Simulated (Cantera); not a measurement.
## Gas-phase reforming

An isothermal, constant-pressure homogeneous reactor starts with 71.9 % CH4, 28.1 % CO2, at 1900 K and 10500 Torr.

Computed with Cantera and GRI-Mech 3.0 (53 species, 325 reactions). GRI-Mech 3.0 stops at C3 and has no aromatics, soot or wall deposition, so with more carbon than oxygen in the feed, carbon stays in small species such as C2H2 where larger ones or solid carbon would form. The pressure lies above the range GRI-Mech 3.0 was tuned for (to about 10 atm).

```csv
t (s),x CH4,x CO2,x H2O2,x CH2,x OH,x CO
1.00e-6,0.715,0.280,<1e-12,4.02e-7,4.64e-8,2.11e-5
7.50e-6,0.675,0.277,<1e-12,1.24e-6,1.58e-7,0.000489
5.62e-5,0.431,0.229,<1e-12,8.33e-7,7.59e-7,0.0113
0.000422,0.146,0.0985,3.65e-12,4.23e-7,2.52e-6,0.0944
0.00316,0.0547,0.0123,5.20e-12,3.01e-7,3.05e-6,0.194
0.0237,0.0510,0.00357,<1e-12,1.33e-7,7.01e-7,0.270
0.178,0.0488,7.52e-6,<1e-12,9.58e-8,1.39e-9,0.296
1.33,0.0488,2.58e-6,<1e-12,9.58e-8,4.82e-10,0.297
10.0,0.0488,2.58e-6,<1e-12,9.58e-8,4.82e-10,0.297
```
x: mole fraction; the columns are a selection and need not sum to one.

Equilibrium at this temperature and pressure: CH4 0.0488, CO2 2.62e-6, H2O2 <1e-12, CH2 9.58e-8, OH 4.88e-10, CO 0.297 (gas phase only).
